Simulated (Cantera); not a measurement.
Predominance diagram of Ca at 1200 K against the partial pressures of O2 and F2 (log10, bar). Cantera with NASA thermochemical tables; ideal gases at 1 bar, condensed phases pure. Candidates: Ca(l), CaF2(s), CaO(s). Only these pure phases compete in this equilibrium. Not in the tables: oxide halides.

Which phase is stable at these pairs, and which metal-bearing vapour leads over it? (-11.2, -7.4); (-13.4, 1); (-4.5, -3.2); (-29, -3.2); (-11.2, -11.7); (-4.5, -28.6); (-26.8, 1)


```
log p(O2)  log p(F2)    phase  chief vapour  log p (bar)
---------  ---------  -------  ------------  -----------
-11.2           -7.4  CaF2(s)          CaF2         -9.2
-13.4              1  CaF2(s)          CaF2         -9.2
-4.5            -3.2  CaF2(s)          CaF2         -9.2
-29             -3.2  CaF2(s)          CaF2         -9.2
-11.2          -11.7  CaF2(s)          CaF2         -9.2
-4.5           -28.6   CaO(s)          CaF2        -13.2
-26.8              1  CaF2(s)          CaF2         -9.2
```
